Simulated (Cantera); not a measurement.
Input (Python, Cantera):

```python
import numpy as np
import cantera as ct

gas = ct.Solution("gri30.yaml")
gas.TPX = 450, 100000, {'CH3OH': 1, 'O2': 0.882, 'N2': 4.15}
inlet = ct.Reservoir(gas, clone=True)
gas.equilibrate("HP")  # start burning
reactor = ct.IdealGasConstPressureReactor(gas, energy="on", clone=False)
exhaust = ct.Reservoir(gas, clone=True)
tau = [0.15, 0.056, 0.02, 0.0074, 0.0027, 0.00098, 0.00036, 0.00013, 4.7e-05][0]
for a, b in ((inlet, reactor), (reactor, exhaust)):
    ct.MassFlowController(a, b, mdot=lambda t: reactor.mass / tau)
net = ct.ReactorNet([reactor])
show = ['CH3OH', 'O2', 'OH', 'CH2', 'O', 'CH2CO', 'HCN']

rows = []
print(f"{'tau/s':>10s}{'T/K':>9s}" + "".join(f"{s:>11s}" for s in show))
for tau in [0.15, 0.056, 0.02, 0.0074, 0.0027, 0.00098, 0.00036, 0.00013, 4.7e-05]:
    net.initial_time = 0.0
    net.advance(30 * tau)
    before = gas.X
    net.advance(40 * tau)
    drift = np.max(np.abs(gas.X - before) / (gas.X + 1e-9))
    rows.append([gas.T, *gas[show].X, drift])
    print(f"{tau:10.3e}{gas.T:9.1f}" + "".join(f"{x:11.3e}" for x in gas[show].X))
```

Result:

```
     tau/s      T/K      CH3OH         O2         OH        CH2          O      CH2CO        HCN
 1.500e-01   1794.9  2.116e-06  5.139e-05  2.573e-04  5.010e-08  4.341e-06  1.606e-08  7.146e-07
 5.600e-02   1788.8  3.906e-06  9.619e-05  3.719e-04  1.364e-07  9.387e-06  2.963e-08  1.967e-06
 2.000e-02   1780.5  7.844e-06  1.932e-04  5.155e-04  3.687e-07  1.910e-05  5.835e-08  5.184e-06
 7.400e-03   1770.6  1.659e-05  4.002e-04  6.555e-04  9.152e-07  3.393e-05  1.213e-07  1.106e-05
 2.700e-03   1758.0  3.904e-05  9.046e-04  7.656e-04  2.203e-06  5.522e-05  2.906e-07  1.826e-05
 9.800e-04   1736.7  1.040e-04  2.282e-03  8.095e-04  4.997e-06  8.845e-05  8.279e-07  2.006e-05
 3.600e-04   1674.8  3.720e-04  7.284e-03  6.703e-04  9.174e-06  1.427e-04  3.218e-06  9.843e-06
 1.300e-04    450.0  1.658e-01  1.462e-01  1.845e-29  2.564e-32 -1.114e-30  3.433e-19  2.805e-19
 4.700e-05    450.0  1.658e-01  1.462e-01 -3.088e-34  9.653e-34 -7.779e-32  4.351e-21  3.555e-21
```

Cantera simulation using GRI-Mech 3.0 (53 species, 325 reactions); the numbers are that mechanism's predictions, not measurements. GRI-Mech 3.0 was tuned for natural gas; its chemistry of methanol as a main component is partial and can be far from experiment.
